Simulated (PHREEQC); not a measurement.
A solution holds 12 mmol/kgw NaCl, 4.5 mmol/kgw NiSO4, 24 mmol/kgw (CH3)4NCl and 0.055 mmol/kgw Al2(SO4)3, at 25 °C. Closed to the air; pH follows from the charge balance.

All values are PHREEQC results (ion-association model, wateq4f.dat), not measurements.

This is a speciation only: nothing precipitates in the calculation.

Problem. Estimate the pH, ionic strength.

Solution. pH 4.84; ionic strength 0.0515 mol/kgw.

Problem. In which forms is Ni present?

Solution. Ni+2 83 %, NiSO4 13 %, NiCl+ 3.3 % of the Ni.

Saturation is exceeded, for instance for Basaluminite, Boehmite (slow to form); the values hold only as long as no solid forms. Species that the database lacks are ignored. (CH3)4N+ isn't in the database: it is added as a free cation with an ion size of 4 Å.
